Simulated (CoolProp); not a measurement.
Vapour-liquid equilibrium of R1234ze(E) (1) + R227EA (2) at 258.8 K; x and y are mole fractions of (1).

Values from CoolProp's multi-fluid Helmholtz-energy mixture model, Thol 2016 and Lemmon 2016; pair parameters Bell 2023.

```csv
x,"bubble pressure, mixture model (MPa)","bubble pressure, Raoult's law (MPa)","y, mixture model","y, Raoult's law"
0.05,0.1114,0.1110,0.059,0.056
0.2,0.1145,0.1130,0.226,0.218
0.35,0.1171,0.1149,0.381,0.376
0.5,0.1194,0.1169,0.528,0.528
0.65,0.1212,0.1188,0.669,0.675
0.8,0.1225,0.1208,0.809,0.817
0.95,0.1233,0.1227,0.951,0.955
```

The largest gap from Raoult's law is +2.1 % in bubble pressure, at x = 0.5. No azeotrope shows between x = 0.05 and 0.95.

Pair parameters are fitted to limited data, so mixtures are less certain than the pure fluids.
